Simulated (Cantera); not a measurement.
Charge: 1 mol TEOS, 1 mol N₂O, at 673.15 K and 100000 Pa.

Cantera equilibrium calculation (NASA polynomials, part measured and part estimated; ideal gas, pure solids and liquids). Candidate condensed phases: C, C₆H₆, C₇H₈, C₈H₁₈, H₂O, Si, SiC, SiO₂, Si₂N₂O, Si₃N₄; 151 gas species. The feed counts by its element totals alone. Rates play no part.

Base state: CH₄ 0.387, H₂O 0.291, H₂ 0.160, N₂ 0.122, CO₂ 0.0376, CO 0.00169, NH₃ 0.000300 (mole fractions); condensed: C(graphite) + SiO₂(α-quartz).

### Question
What changes in the equilibrium state with this change: TEOS replaced by SiH₂Cl₂?

### Answer
```json
[
 {"species": "HCl", "before": "0", "after": "0.699"},
 {"species": "N₂", "before": "0.122", "after": "0.260"},
 {"species": "H₂", "before": "0.160", "after": "0.0272"},
 {"species": "CH₄", "before": "0.387", "after": "0"},
 {"species": "H₂O", "before": "0.291", "after": "2.00e-7"},
 {"species": "CO₂", "before": "0.0376", "after": "0"},
 {"species": "SiCl₄", "before": "0", "after": "0.0136"},
 {"species": "CO", "before": "0.00169", "after": "0"},
 {"species": "NH₃", "before": "0.000300", "after": "3.07e-5"},
 {"species": "C(graphite), mol", "before": "4.52", "after": "0"},
 {"species": "SiO₂(α-quartz), mol", "before": "1.00", "after": "0.345"},
 {"species": "Si₂N₂O(s), mol", "before": "0", "after": "0.309"}
]
```
Further candidate phases: NH₄Cl.
